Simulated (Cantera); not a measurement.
A Cantera script and what it prints.

```python
import numpy as np
import cantera as ct

gas_names = """
    Ca CaCL CaCL2 Ca2 CL CL2 H HCL H2
""".split()
cond_names = """
    Ca(a) Ca(b) Ca(L) CaCL2(s) CaCL2(L)
""".split()


def load(file, names, dense=False):
    # The tables refer to 1 bar. Condensed volumes are neglected.
    table = {s.name: s for s in ct.Species.list_from_file(file)}
    out = []
    for n in names:
        d = dict(table[n].input_data)
        d["thermo"] = dict(d["thermo"], **{"reference-pressure": 1e5})
        if dense:
            d["equation-of-state"] = {"model": "constant-volume", "density": "1e6 g/cm^3"}
        out.append(ct.Species.from_dict(d))
    return out


gas = ct.Solution(thermo="ideal-gas", species=load("nasa_gas.yaml", gas_names))
cond = {s.name: ct.Solution(thermo="fixed-stoichiometry", species=[s], name=s.name)
        for s in load("nasa_condensed.yaml", cond_names, dense=True)}
atoms = {
    'CaCl2': {'Ca': 1, 'CL': 2},
    'H2': {'H': 2},
}
top_T = {}  # K; cautious upper limits of use, not melting points


def equilibrate(T, P, feed):
    n = {}
    for name, mol in feed.items():
        for a, k in atoms[name].items():
            n[a] = n.get(a, 0.0) + k * mol
    gas.TPX = T, P, n
    mass = sum(n.values()) * gas.mean_molecular_weight
    gas.equilibrate("TP")
    valid = [c for c in cond.values() if c.min_temp <= T <= top_T.get(c.name, c.max_temp)]
    mix = ct.Mixture([(gas, mass / gas.mean_molecular_weight)] + [(c, 0.0) for c in valid])
    mix.T, mix.P = T, P
    mix.equilibrate("TP", solver="vcs", rtol=1e-11, max_steps=5000)
    return mix


results = []
P = 9100  # Pa
for T in [1525, 1575, 1625, 1675, 1725, 1775, 1825, 1875, 1925, 1975]:
    for m in [0.11, 0.26, 0.61, 1.4, 3.3, 7.7, 18]:
        feed = {'CaCl2': 1, 'H2': m}  # mol
        mix = equilibrate(T, P, feed)
        results.append((T, P, feed, dict(zip(mix.species_names, mix.species_moles))))

for T, P, feed, n in results:
    print(f"{T:7g} {feed['H2']:10.4g}  " + (" + ".join(c for c in cond_names if n.get(c, 0) > 1e-12) or "gas only"))
```

Result:

```
   1525       0.11  CaCL2(L)
   1525       0.26  CaCL2(L)
   1525       0.61  CaCL2(L)
   1525        1.4  CaCL2(L)
   1525        3.3  CaCL2(L)
   1525        7.7  CaCL2(L)
   1525         18  CaCL2(L)
   1575       0.11  CaCL2(L)
   1575       0.26  CaCL2(L)
   1575       0.61  CaCL2(L)
   1575        1.4  CaCL2(L)
   1575        3.3  CaCL2(L)
   1575        7.7  CaCL2(L)
   1575         18  CaCL2(L)
   1625       0.11  CaCL2(L)
   1625       0.26  CaCL2(L)
   1625       0.61  CaCL2(L)
   1625        1.4  CaCL2(L)
   1625        3.3  CaCL2(L)
   1625        7.7  CaCL2(L)
   1625         18  gas only
   1675       0.11  CaCL2(L)
   1675       0.26  CaCL2(L)
   1675       0.61  CaCL2(L)
   1675        1.4  CaCL2(L)
   1675        3.3  CaCL2(L)
   1675        7.7  gas only
   1675         18  gas only
   1725       0.11  CaCL2(L)
   1725       0.26  CaCL2(L)
   1725       0.61  CaCL2(L)
   1725        1.4  CaCL2(L)
   1725        3.3  gas only
   1725        7.7  gas only
   1725         18  gas only
   1775       0.11  CaCL2(L)
   1775       0.26  CaCL2(L)
   1775       0.61  CaCL2(L)
   1775        1.4  gas only
   1775        3.3  gas only
   1775        7.7  gas only
   1775         18  gas only
   1825       0.11  CaCL2(L)
   1825       0.26  CaCL2(L)
   1825       0.61  gas only
   1825        1.4  gas only
   1825        3.3  gas only
   1825        7.7  gas only
   1825         18  gas only
   1875       0.11  gas only
   1875       0.26  gas only
   1875       0.61  gas only
   1875        1.4  gas only
   1875        3.3  gas only
   1875        7.7  gas only
   1875         18  gas only
   1925       0.11  gas only
   1925       0.26  gas only
   1925       0.61  gas only
   1925        1.4  gas only
   1925        3.3  gas only
   1925        7.7  gas only
   1925         18  gas only
   1975       0.11  gas only
   1975       0.26  gas only
   1975       0.61  gas only
   1975        1.4  gas only
   1975        3.3  gas only
   1975        7.7  gas only
   1975         18  gas only
```

Cantera equilibrium calculation (NASA polynomials, part measured and part estimated; ideal gas, pure solids and liquids).
